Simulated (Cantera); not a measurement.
Source: NASA polynomial tables (part measured, part estimated), evaluated in Cantera. Values are per mole of reaction as written; species without (g) are pure solids or liquids, kept so even where they would boil at 1 bar.

Problem. Between 300 and 1273 K, where is each reaction favourable under standard conditions?
- 3 Cu + 2 CF₃(g) → 2 C + 3 CuF₂(g)
- 2 CF₃(g) + 3 Cu → 2 C + 3 CuF₂

Solution. 
- 3 Cu + 2 CF₃(g) → 2 C + 3 CuF₂(g): ΔG° is 85 kJ at 300 K and -79 kJ at 1273 K; it changes sign between 748 and 823 K. ΔH° is 119 kJ and ΔS° 156 J/K at 1273 K.
- 2 CF₃(g) + 3 Cu → 2 C + 3 CuF₂: ΔG° is -560 kJ at 300 K and -260 kJ at 1273 K; it stays negative (K > 1). ΔH° is -441 kJ and ΔS° -142 J/K at 1273 K.
